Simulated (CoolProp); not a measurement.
n-pentane along the isobar 2.76 MPa: Z from the reference equation and from simpler models built on Tc = 196.5 °C, pc = 3.368 MPa, ω = 0.251; each cubic takes its own stable root.

Model: reference Helmholtz-energy equation of state, Thol 2019, in CoolProp.

```json
[
 {"T (°C)": "167.95", "phase": "liquid", "reference": "0.1261"},
 {"T (°C)": "175.55", "phase": "liquid", "reference": "0.1308"},
 {"T (°C)": "190.85", "phase": "gas", "reference": "0.5749"},
 {"T (°C)": "198.45", "phase": "gas", "reference": "0.6226"},
 {"T (°C)": "206.05", "phase": "gas", "reference": "0.6587"},
 {"T (°C)": "213.65", "phase": "gas", "reference": "0.6881"},
 {"T (°C)": "221.35", "phase": "gas", "reference": "0.7132"},
 {"T (°C)": "228.95", "phase": "gas", "reference": "0.7346"},
 {"T (°C)": "236.55", "phase": "gas", "reference": "0.7534"},
 {"T (°C)": "244.15", "phase": "gas", "reference": "0.7701"},
 {"T (°C)": "251.85", "phase": "gas", "reference": "0.7853"},
 {"T (°C)": "259.45", "phase": "gas", "reference": "0.7989"},
 {"T (°C)": "267.05", "phase": "gas", "reference": "0.8112"}
]
```

Question: How far does each simpler model (van der Waals, Soave-Redlich-Kwong) lie from the reference over these 13 states: mean and median of the absolute difference, and the worst?

Answer: 
- van der Waals: mean 33.0 %, median 1.6 %, worst +328.8 % at 175.55 °C and 2.76 MPa
- Soave-Redlich-Kwong: mean 4.3 %, median 0.9 %, worst +23.3 % at 175.55 °C and 2.76 MPa

At some of these states van der Waals gives the other phase, because its saturation line lies elsewhere.
